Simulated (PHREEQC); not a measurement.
Consider water at 15 °C with 33 mmol/kgw Fe(NO3)3, 1.3 mmol/kgw HF and 34 mmol/kgw CsF. Closed to the air; pH follows from the charge balance.

Model: ion-association model, wateq4f.dat, run in PHREEQC.

Each row changes one thing in this solution. This is a speciation only: nothing precipitates in the calculation.

```
case                                         pH  ionic strength (mol/kgw)  FeF+2 (mol/kgw)  FeF2+ (mol/kgw)  Fe+3 (mol/kgw)  FeOH+2 (mol/kgw)  SI of Goethite (FeOOH)  SI of Hematite (Fe2O3)
-----------------------------------------  ----  ------------------------  ---------------  ---------------  --------------  ----------------  ----------------------  ----------------------
as made                                    2.53                     0.132           0.0223          0.00625         0.00204           0.00113                   +4.75                  +11.46
CsF replaced by CsOH at the same molality  2.87                     0.193          0.00127          1.31e-5         0.00298           0.00343                   +5.84                  +13.65
0.0018 mol/kgw HCl added                   2.41                     0.134           0.0230          0.00594         0.00227          0.000945                   +4.43                  +10.81
HF left out                                2.59                     0.134           0.0220          0.00582             ___           0.00134                   +4.93                  +11.83
0.0066 mol/kgw NaCl added                  2.54                     0.138           0.0223          0.00628         0.00201               ___                   +4.74                  +11.45
diluted 10-fold with water                 3.17                    0.0126          0.00182         0.000808        0.000119               ___                   +5.84                  +13.63
0.0017 mol/kgw NaCl added                  2.54                     0.134           0.0223          0.00625         0.00203           0.00112                   +4.75                  +11.45
HF from 0.0013 to 0.0026 mol/kgw            ___                       ___           0.0226          0.00675         0.00194          0.000917                   +4.52                  +11.01
```

**Question.** Some entries are withheld; supply them.

**Answer.** 
- HF left out, Fe+3 (mol/kgw): 0.00212
- 0.0066 mol/kgw NaCl added, FeOH+2 (mol/kgw): 0.00111
- diluted 10-fold with water, FeOH+2 (mol/kgw): 0.000399
- HF from 0.0013 to 0.0026 mol/kgw, pH: 2.47
- HF from 0.0013 to 0.0026 mol/kgw, ionic strength (mol/kgw): 0.130

Some of these states are supersaturated (in Hematite (slow to form), Goethite (slow to form), for instance). Fluoro complexes past AlF4- and FeF3 are missing from the database.
